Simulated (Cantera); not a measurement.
**Boron, boron nitride and boron oxide: borazine + NH3**

Feed: 1 mol borazine, 5.5 mol NH3, held at 13.3 mbar.

These are equilibrium values from Cantera (NASA tables, ideal gas, pure condensed phases), not measurements of a reactor. Candidate condensed phases: B, BN; 15 gas species. The feed counts by its element totals alone. The tables' values for BH2 are old estimates; treat these amounts as uncertain. The numbers say what is thermodynamically allowed, not how fast it happens.

```tsv
T (K)	x H2	x N2	x H	x BH2	x B	x BH	x BN	x BH3	n BN(s)	n B(s)
975	0.804	0.196	8.88e-9	<1e-12	<1e-12	<1e-12	<1e-12	<1e-12	3.00	0
1125	0.804	0.196	3.45e-7	<1e-12	<1e-12	<1e-12	<1e-12	<1e-12	3.00	0
1275	0.804	0.196	5.72e-6	2.14e-11	<1e-12	<1e-12	<1e-12	5.94e-12	3.00	0
1425	0.804	0.196	5.30e-5	1.76e-9	<1e-12	<1e-12	<1e-12	1.76e-10	3.00	0
1575	0.803	0.196	0.000323	6.22e-8	4.56e-12	7.82e-12	1.04e-12	2.68e-9	3.00	0
1725	0.802	0.196	0.00144	1.17e-6	9.59e-10	7.32e-10	1.24e-10	2.52e-8	3.00	0
1875	0.799	0.196	0.00507	1.36e-5	8.50e-8	3.28e-8	6.75e-9	1.64e-7	3.00	0
2025	0.790	0.195	0.0148	0.000109	3.86e-6	8.28e-7	2.02e-7	7.93e-7	3.00	0
2175	0.769	0.193	0.0371	0.000642	0.000103	1.32e-5	3.76e-6	3.00e-6	2.99	0
2325	0.657	0.263	0.0772	0.00152	0.00104	7.94e-5	3.23e-5	4.51e-6	0	2.96
```
x: gas mole fraction; n: condensed amount in mol.

From 975 K to 2175 K the condensed part is BN(s). At 2325 K the condensed part is B(s).
